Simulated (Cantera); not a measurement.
Input: 1 mol N2O, 1.7 mol H2, 5.3 mol O2, equilibrated at 1273.15 K and 810000 Pa.

Equilibrium computed with Cantera from the NASA thermochemical tables; the gas is ideal and each condensed phase is pure. Candidate condensed phases: H2O; 24 gas species. Rates play no part.

Base state: O2 0.647, H2O 0.222, N2 0.131, NO 0.000237, NO2 1.44e-5 (mole fractions); condensed: gas only.

Task: What changes in the equilibrium state with this change: N2O replaced by CS2?

Result: 
| species | before | after |
|---|---|---|
| H2O | 0.222 | 0.284 |
| SO2 | 0 | 0.280 |
| O2 | 0.647 | 0.215 |
| CO2 | 0 | 0.167 |
| N2 | 0.131 | 0 |
| SO3 | 0 | 0.0544 |
| NO | 0.000237 | 0 |
| H2SO4 | 0 | 5.57e-5 |
| NO2 | 1.44e-5 | 0 |
Further candidate phases: C, C6H6, C7H8, C8H18, H2SO4, S.
